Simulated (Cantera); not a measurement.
A closed system holds: 1 mol SiH₄, 7.3 mol O₃, 17 mol N₂, equilibrated at 2000 K.

Cantera equilibrium calculation (NASA polynomials, part measured and part estimated; ideal gas, pure solids and liquids). Candidate condensed phases: H₂O, Si, SiO₂, Si₂N₂O, Si₃N₄; 35 gas species. The tables hold silica as quartz up to 1696 K and as liquid above; real silica turns to tridymite and cristobalite and melts near 1996 K. Gases not in the tables: Si(OH)₄. Kinetics and transport are ignored.

Q: Which condensed phases are stable at each of these points (P (Pa)): 5, 17, 59, 210, 710, 2400, 8400, 29000, 100000?

A: 
| P (Pa) | condensed phases | Si condensed (%) |
|---|---|---|
| 5 | gas only | 0.0 |
| 17 | SiO₂(l) | 44.7 |
| 59 | SiO₂(l) | 91.3 |
| 210 | SiO₂(l) | 98.6 |
| 710 | SiO₂(l) | 99.7 |
| 2400 | SiO₂(l) | 99.9 |
| 8400 | SiO₂(l) | 100.0 |
| 29000 | SiO₂(l) | 100.0 |
| 100000 | SiO₂(l) | 100.0 |

At 5.00 Pa nothing is condensed. From 17.0 Pa to 1.00 bar the condensed part is SiO₂(l).
